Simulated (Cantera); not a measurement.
A closed system holds: 1 mol SiH4, 0.59 mol HCl, 53 mol H2, equilibrated at 1623.15 K and 1.50 mbar.

Cantera equilibrium calculation (NASA polynomials, part measured and part estimated; ideal gas, pure solids and liquids). The tables' values for SiCl are old estimates; treat these amounts as uncertain. The numbers say what is thermodynamically allowed, not how fast it happens.

| species | before | after |
|---|---|---|
| H2 | 0.988 | 0.985 |
| HCl | 0.00988 | 0.00983 |
| H | 0.00178 | 0.00378 |
| Si | 0.000105 | 0.000452 |
| SiH | 8.08e-6 | 2.69e-5 |
| SiCl | 1.12e-5 | 2.81e-5 |
| SiH2 | 6.40e-6 | 1.40e-5 |
| Cl | 1.40e-5 | 2.93e-5 |
| SiCl2 | 0.000346 | 0.000351 |
| Si(s), mol | 0.973 | 0 |
| Si(l), mol | 0 | 0.951 |
Gas species are given as mole fractions.

**Question.** Which change was made?
A. temperature from 1623.15 K to 1700 K
B. temperature from 1623.15 K to 975 K
C. pressure from 1.50 mbar to 14.0 mbar
D. temperature from 1623.15 K to 1475 K

**Answer.** A, temperature from 1623.15 K to 1700 K. Gases not in the tables: Si2H6 and higher silanes
